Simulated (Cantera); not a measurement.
## Moist CO burnout

An isothermal, constant-pressure homogeneous reactor starts with 0.116 % CO, 2.91 % O2, 0.0165 % H2O, 97.0 % N2, equivalence ratio 0.020, at 1498 K and 100.0 Torr.

Model: GRI-Mech 3.0 (53 species, 325 reactions), integrated in Cantera.

| t (s) | x CO | x O2 | x H2O | x H2O2 | x NO2 | x NO | x CO2 |
|---|---|---|---|---|---|---|---|
| 5.00e-5 | 0.00116 | 0.0291 | 0.000165 | <1e-12 | <1e-12 | <1e-12 | 4.81e-10 |
| 0.000135 | 0.00116 | 0.0291 | 0.000165 | <1e-12 | <1e-12 | <1e-12 | 1.30e-9 |
| 0.000362 | 0.00116 | 0.0291 | 0.000165 | <1e-12 | <1e-12 | <1e-12 | 3.49e-9 |
| 0.000976 | 0.00116 | 0.0291 | 0.000165 | <1e-12 | <1e-12 | <1e-12 | 9.44e-9 |
| 0.00263 | 0.00116 | 0.0291 | 0.000165 | <1e-12 | <1e-12 | <1e-12 | 2.60e-8 |
| 0.00707 | 0.00116 | 0.0291 | 0.000165 | <1e-12 | <1e-12 | <1e-12 | 7.93e-8 |
| 0.0190 | 0.00116 | 0.0291 | 0.000165 | <1e-12 | <1e-12 | 5.58e-12 | 4.18e-7 |
| 0.0512 | 0.00115 | 0.0291 | 0.000163 | 3.55e-12 | <1e-12 | 2.91e-10 | 1.69e-5 |
| 0.138 | 0.000401 | 0.0284 | 0.000131 | 3.76e-10 | 1.02e-10 | 1.87e-7 | 0.000762 |
| 0.371 | 2.45e-5 | 0.0284 | 0.000141 | 2.58e-10 | 9.50e-10 | 1.52e-6 | 0.00114 |
| 1.00 | 4.40e-6 | 0.0285 | 0.000155 | 6.84e-11 | 2.07e-9 | 2.49e-6 | 0.00116 |
x: mole fraction; the columns are a selection and need not sum to one.

Equilibrium at this temperature and pressure: CO 9.06e-8, O2 0.0283, H2O 0.000163, H2O2 2.06e-12, NO2 3.57e-7, NO 0.000496, CO2 0.00116 (gas phase only).
